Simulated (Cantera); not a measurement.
What does this Cantera script print?

```python
import numpy as np
import cantera as ct

gas_names = """
    S2 SO3
""".split()
cond_names = """
    CaO(s) CaO(L) Ca(a) Ca(b) Ca(L)
""".split()


def load(file, names, dense=False):
    # The tables refer to 1 bar. Condensed volumes are neglected.
    table = {s.name: s for s in ct.Species.list_from_file(file)}
    out = []
    for n in names:
        d = dict(table[n].input_data)
        d["thermo"] = dict(d["thermo"], **{"reference-pressure": 1e5})
        if dense:
            d["equation-of-state"] = {"model": "constant-volume", "density": "1e6 g/cm^3"}
        out.append(ct.Species.from_dict(d))
    return out


species = {s.name: s for s in load("nasa_gas.yaml", gas_names) + load("nasa_condensed.yaml", cond_names)}
# Each term lists the table entries of one substance; the one whose range holds T is used.
reactions = {
    '6 CaO + S2(g) = 2 SO3(g) + 6 Ca':
        [(-6, ['CaO(s)', 'CaO(L)']), (-1, ['S2']), (2, ['SO3']), (6, ['Ca(a)', 'Ca(b)', 'Ca(L)'])],
}


def pick(names, T):
    return next(species[n] for n in names if species[n].thermo.min_temp <= T <= species[n].thermo.max_temp)


results = []
for label, terms in reactions.items():
    print(label)
    print("     T/K   dH/kJ  dS/(J/K)   dG/kJ   log10 K")
    for T in [573, 773, 973, 1173, 1373, 1573, 1773, 1973, 2173]:
        used = [(nu, pick(names, T)) for nu, names in terms]
        dH = sum(nu * s.thermo.h(T) for nu, s in used) / 1e6
        dS = sum(nu * s.thermo.s(T) for nu, s in used) / 1e3
        dG = dH - T * dS / 1e3
        logK = -dG * 1e6 / (ct.gas_constant * T * np.log(10))
        results.append((label, T, dH, dS, dG, logK, [s.name for _, s in used]))
        print(f"{T:8g} {dH:8.1f} {dS:8.1f} {dG:8.1f} {logK:8.2f}")
```

Output:

```
6 CaO + S2(g) = 2 SO3(g) + 6 Ca
     T/K   dH/kJ  dS/(J/K)   dG/kJ   log10 K
     573   2881.9    290.0   2715.7  -247.56
     773   2883.7    292.1   2657.9  -179.60
     973   2879.5    287.3   2600.0  -139.58
    1173   2930.6    333.0   2540.0  -113.11
    1373   2933.7    335.4   2473.2   -94.09
    1573   2935.9    336.9   2405.9   -79.89
    1773   2937.3    337.8   2338.4   -68.89
    1973   2937.8    338.0   2270.8   -60.12
    2173   2937.4    337.8   2203.2   -52.96
```

Cantera with NASA thermochemical tables; ideal gases at 1 bar, condensed phases pure. Condensed species are held in their standard states even where they would react or evaporate.
